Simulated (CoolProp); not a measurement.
Octamethylcyclotetrasiloxane (D4) along the isobar 768 kPa: fugacity coefficient from the reference equation and from simpler models built on Tc = 313.4 °C, pc = 1347 kPa, ω = 0.598; each cubic takes its own stable root.

Computed with CoolProp (reference Helmholtz-energy equation of state, Thol 2015).

```
T (°C)   phase  reference
------  ------  ---------
228.45  liquid     0.3766
240.25  liquid     0.4547
252.15  liquid     0.5416
263.95  liquid     0.6351
275.85  liquid     0.7354
287.65     gas     0.7658
299.45     gas     0.7846
311.35     gas     0.8016
323.15     gas     0.8168
335.05     gas     0.8306
346.85     gas     0.8431
```

Problem. How far does each simpler model (van der Waals, Redlich-Kwong, Soave-Redlich-Kwong, Peng-Robinson) lie from the reference over these 11 states: mean and median of the absolute difference, and the worst?

Solution. 
- van der Waals: mean 23.1 %, median 6.0 %, worst +89.3 % at 228.45 °C and 768 kPa
- Redlich-Kwong: mean 13.3 %, median 2.4 %, worst +48.7 % at 228.45 °C and 768 kPa
- Soave-Redlich-Kwong: mean 1.7 %, median 1.0 %, worst +2.9 % at 252.15 °C and 768 kPa
- Peng-Robinson: mean 0.8 %, median 1.1 %, worst -1.2 % at 311.35 °C and 768 kPa

At some of these states van der Waals, Redlich-Kwong, Soave-Redlich-Kwong gives the other phase, because its saturation line lies elsewhere.
